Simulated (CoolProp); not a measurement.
Vapour-liquid equilibrium of ethane (1) + propane (2) at -62.25 °C; x and y are mole fractions of (1).

Model: multi-fluid Helmholtz-energy mixture model, Bücker 2006 and Lemmon 2009; pair parameters Kunz 2012, in CoolProp.

Give the bubble pressure and the first vapour's composition at x = 0.05, 0.35, 0.65. Is there an azeotrope?

x = 0.05: 0.5219 bar, y = 0.306; x = 0.35: 1.377 bar, y = 0.812; x = 0.65: 2.297 bar, y = 0.937. No azeotrope shows between x = 0.05 and 0.95.

The pair parameters rest on a limited set of measurements; away from them the model extrapolates.
